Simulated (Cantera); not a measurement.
An adiabatic, constant-pressure homogeneous reactor starts with CH4 : O2 : N2 = 1 : 2.99 : 11.2 (molar parts), at 1600 K and 1000000 Pa.

Computed with Cantera and GRI-Mech 3.0 (53 species, 325 reactions).

Question: Predict: time of steepest temperature rise; temperature at 0.500 s; equilibrium temperature; x(O2) at 0.500 s; x(CO2) at 0.500 s; x(OH) at 0.500 s.

Answer: time of steepest temperature rise: 67.5 µs
temperature at 0.500 s: 2731 K
equilibrium temperature: 2731 K
x(O2) at 0.500 s: 0.0572 (gas-phase equilibrium 0.0572)
x(CO2) at 0.500 s: 0.0566 (gas-phase equilibrium 0.0566)
x(OH) at 0.500 s: 0.0125 (gas-phase equilibrium 0.0125)
